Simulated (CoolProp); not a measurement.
Water along the isotherm 1000 K: density (kg/m³) from the reference equation and from simpler models built on Tc = 647.1 K, pc = 220.6 bar, ω = 0.344; each cubic takes its own stable root.

Model: reference Helmholtz-energy equation of state, Wagner 2002, in CoolProp.

```json
[
 {"p (bar)": "3.16", "phase": "gas", "reference": "0.6852"},
 {"p (bar)": "4.64", "phase": "gas", "reference": "1.007"},
 {"p (bar)": "6.81", "phase": "gas", "reference": "1.478"},
 {"p (bar)": "10", "phase": "gas", "reference": "2.172"},
 {"p (bar)": "14.7", "phase": "gas", "reference": "3.197"},
 {"p (bar)": "21.5", "phase": "gas", "reference": "4.684"},
 {"p (bar)": "31.6", "phase": "gas", "reference": "6.903"},
 {"p (bar)": "46.4", "phase": "gas", "reference": "10.17"},
 {"p (bar)": "68.1", "phase": "gas", "reference": "15.02"},
 {"p (bar)": "100", "phase": "gas", "reference": "22.24"},
 {"p (bar)": "147", "phase": "gas", "reference": "33.11"},
 {"p (bar)": "215", "phase": "gas", "reference": "49.32"},
 {"p (bar)": "316", "phase": "supercritical", "reference": "74.49"},
 {"p (bar)": "464", "phase": "supercritical", "reference": "113.6"},
 {"p (bar)": "681", "phase": "supercritical", "reference": "174.6"},
 {"p (bar)": "1000", "phase": "supercritical", "reference": "265.4"}
]
```

Question: How far does each simpler model (van der Waals, Peng-Robinson) lie from the reference over these 16 states: mean and median of the absolute difference, and the worst?

Answer: 
- van der Waals: mean 2.5 %, median 1.1 %, worst +9.7 % at 1000 K and 464 bar
- Peng-Robinson: mean 1.4 %, median 0.2 %, worst -11.4 % at 1000 K and 1000 bar
